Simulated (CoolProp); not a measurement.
The numbers come from the reference Helmholtz-energy equation of state, Gao 2020 in CoolProp.

Give the vapour pressure (MPa), enthalpy of vaporisation (kJ/kg), liquid conductivity (mW/(m K)) of saturated ammonia at 46.05 °C.


```
T (°C)  p (MPa)  enthalpy of vaporisation (kJ/kg)  liquid conductivity (mW/(m K))
------  -------  --------------------------------  ------------------------------
46.05      1.83                              1070                             427
```

Thermal conductivity comes from a separate model (Tufeu 1984).
